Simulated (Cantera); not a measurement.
Input: 1 mol Al(CH3)3, 0.43 mol O2, 3.3 mol N2, at 1100 K and 90.0 Torr.

Method: chemical equilibrium by Gibbs-energy minimisation in Cantera with the NASA 1993 tables (ideal gas, pure condensed phases). The feed counts by its element totals alone. Mutual solubility and eutectic melting of coexisting phases are not modelled. Kinetics and transport are ignored.

```tsv
species	before	after
H2	0.591	0.588
N2	0.407	0.400
CO	5.29e-5	0.0117
H	5.74e-8	1.08e-5
HCN	1.09e-5	0.000241
CH4	0.00150	0.000179
NH3	1.11e-5	2.93e-6
AlN(s), mol	0.427	0.486
Al2O3(s), mol	0.287	0.257
C(graphite), mol	2.99	2.91
```
Gas species are given as mole fractions.

**Question.** What was changed between the two runs?
A. temperature from 1100 K to 1400 K
B. temperature from 1100 K to 1900 K
C. O2 from 0.43 to 1.2 mol
D. pressure from 90.0 Torr to 4.88 Torr

**Answer.** A, temperature from 1100 K to 1400 K
